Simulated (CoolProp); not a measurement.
Vapour pressure (MPa) of R236FA: the reference equation beside estimates from Tc = 398.1 K, pc = 3.191 MPa, ω = 0.377. Clausius-Clapeyron is anchored at 221.4 K with a constant enthalpy of vaporisation of 27.92 kJ/mol.

Model: reference Helmholtz-energy equation of state, Pan 2012, in CoolProp.

```tsv
T (K)	reference	Clausius-Clapeyron	van der Waals	Redlich-Kwong	Soave-Redlich-Kwong	Peng-Robinson
191.6	0.0005819	0.0006476	0.06821	0.004183	0.0005966	0.0006695
201.5	0.001461	0.001532	0.09633	0.008533	0.001470	0.001611
211.5	0.003324	0.003368	0.1323	0.01610	0.003307	0.003551
221.4	0.006850	0.006850	0.1764	0.02812	0.006772	0.007152
231.4	0.01316	0.01319	0.2303	0.04649	0.01297	0.01351
241.3	0.02350	0.02392	0.2940	0.07270	0.02318	0.02385
251.3	0.03990	0.04162	0.3695	0.1093	0.03942	0.04016
261.2	0.06418	0.06906	0.4561	0.1577	0.06356	0.06425
```

Absolute difference from the reference over all 8 rows, mean and median: Clausius-Clapeyron 3.9 and 3.0 %, van der Waals 3588.6 and 2062.6 %, Redlich-Kwong 322.5 and 281.9 %, Soave-Redlich-Kwong 1.2 and 1.2 %, Peng-Robinson 5.2 and 3.5 %.
